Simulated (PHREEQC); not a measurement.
0.01 g of hydrous ferric oxide (600 m²/g; 0.2 weak and 0.005 strong sites per Fe, Dzombak-Morel constants, diffuse double layer) in 1 kg of water with 0.005 mol/kgw of an inert sodium salt, at 25 °C; the pH is set by adding NaOH or the inert anion's acid. O2 is buffered at 0.21 atm. The system is closed to CO2. Nothing may precipitate in this run.

All values are PHREEQC results (ion-association model, wateq4f.dat), not measurements.

Predict surface charge σ (C/m²), surface potential ψ (mV) at pH = 5.12, 7.38.


```tsv
pH	surface charge σ (C/m²)	surface potential ψ (mV)
5.12	0.082	153
7.38	0.007	41
```

Complexes and solids missing from the database can't appear.
